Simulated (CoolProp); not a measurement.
A single-stage vapour-compression cycle with the fluid: evaporating at 236.15 K (dew point), condensing at 300.15 K (bubble point), superheat 2 K, subcooling 8 K, compressor efficiency 0.75, no pressure losses. The same conditions are run with several fluids, on thermodynamics alone (safety and materials aside).

The numbers come from the reference Helmholtz-energy equation of state of each fluid (R125: Lemmon 2005; R124: de Vries 1995; R236FA: Pan 2012; R407C: Lemmon 2003; C3F8 (R218): Lemmon 2006; R410A: Lemmon 2003) in CoolProp. Blends and air are pseudo-pure fits.

Task: Rank R125, R124, R236FA, R407C, C3F8 (R218), R410A by cooling COP, highest first.

Result: R124 (2.21), R236FA (2.14), R410A (2.11), R125 (1.96), R407C (1.92), C3F8 (R218) (1.68)

```
fluid        pressure ratio  discharge temperature (K)  refrigerating effect (kJ/kg)  volumetric capacity (kJ/m³)
-----------  --------------  -------------------------  ----------------------------  ---------------------------
R125                   8.57                      316.9                          90.6                          990
R124                   13.1                      321.8                           118                          258
R236FA                 16.6                      310.8                           111                          152
R407C                  12.6                      355.1                           163                          736
C3F8 (R218)            9.12                      300.2                          47.9                          481
R410A                  8.74                      357.0                           179                         1400
```

The compression ends wet for: C3F8 (R218).
